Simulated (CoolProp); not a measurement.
Hydrogen chloride along the isobar 12 MPa: density (kg/m³) from the reference equation and from simpler models built on Tc = 324.7 K, pc = 8.314 MPa, ω = 0.130; each cubic takes its own stable root.

Computed with CoolProp (reference Helmholtz-energy equation of state, Thol 2018).

```csv
T (K),phase,reference,van der Waals,Redlich-Kwong,Soave-Redlich-Kwong,Peng-Robinson
234.1,liquid,1086,660.9,938.4,951.2,1074
255.5,liquid,1025,628.4,876.0,890.0,1005
277,liquid,955.7,591.1,803.8,817.4,922.1
298.4,liquid,872.5,547.4,717.9,728.7,819.2
319.8,liquid,758.7,492.1,607.0,610.2,679.4
341.2,supercritical,526.4,412.1,435.5,416.3,449.1
362.6,supercritical,268.6,289.1,265.3,251.3,266.1
384,supercritical,207.5,218.4,207.1,198.3,208.2
405.4,supercritical,177.1,184.6,177.0,170.1,177.7
426.8,supercritical,157.3,163.2,157.3,151.5,157.5
448.3,supercritical,142.9,147.7,142.8,137.7,142.7
469.7,supercritical,131.6,135.7,131.5,126.9,131.2
491.1,supercritical,122.5,126.0,122.4,118.2,121.9
512.5,supercritical,114.8,118.0,114.8,110.9,114.2
```
